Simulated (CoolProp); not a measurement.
A Linde-Hampson liquefier for ethylene: isothermal reversible compression at 320 K from 1 atm to 20 MPa, throttling to 1 atm, return gas leaving the recuperator 0 K below the feed. Each further row changes one setting.

Computed with CoolProp (reference Helmholtz-energy equation of state, Smukala 2000).

| case | liquid yield per pass | compression work (kJ/kg of gas) |
|---|---|---|
| as stated | … | 418 |
| high pressure 40 MPa | 0.428 | … |
| warm-end temperature 350 K | 0.331 | … |
| warm-end gap 5 K | … | 418 |

Problem. Some entries are withheld; supply them.

Solution. 
- as stated, liquid yield per pass: 0.416
- high pressure 40 MPa, compression work (kJ/kg of gas): 468
- warm-end temperature 350 K, compression work (kJ/kg of gas): 483
- warm-end gap 5 K, liquid yield per pass: 0.410
